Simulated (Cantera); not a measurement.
Transport properties of process gases

Gas mixture: 100 % O2, at 100.0 Torr, frozen composition.

Cantera's kinetic-theory transport with the Lennard-Jones parameters of GRI-Mech 3.0, ideal gas; thermal conductivity in the mixture-averaged form.

```tsv
T (K)	ρ (kg/m³)	cp (J/kg/K)	μ (µPa s)	λ (mW/m/K)	Pr	D (cm²/s) CH4	D (cm²/s) N2	D (cm²/s) NO
400	0.128	941.4	25.6	33.9	0.713	2.86	2.62	2.58
550	0.0933	987.2	32.1	44.7	0.709	4.98	4.53	4.45
700	0.0733	1031	37.8	55.0	0.709	7.51	6.81	6.69
850	0.0604	1065	43.0	64.6	0.710	10.4	9.44	9.27
1000	0.0513	1090	47.9	73.6	0.710	13.7	12.4	12.2
1150	0.0446	1109	52.5	82.2	0.708	17.3	15.6	15.4
1300	0.0395	1125	56.9	90.4	0.708	21.2	19.2	18.8
```
D: mixture-averaged diffusion coefficient of that species in the mixture.
